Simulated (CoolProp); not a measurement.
Vapour-liquid equilibrium of CH2F2 (R32) (1) + fluoroethane (R161) (2) at 1.38 MPa; x and y are mole fractions of (1).

Values from CoolProp's multi-fluid Helmholtz-energy mixture model, Tillner-Roth 1997 and Wu 2012; pair parameters Bell 2016.

**Question.** Give the bubble temperature and the first vapour's composition at x = 0.275, 0.35, 0.95. Is there an azeotrope?

**Answer.** x = 0.275: 31.6 °C, y = 0.381; x = 0.35: 29.7 °C, y = 0.462; x = 0.95: 18.4 °C, y = 0.966. No azeotrope shows between x = 0.05 and 0.95.

The pair parameters rest on a limited set of measurements; away from them the model extrapolates.
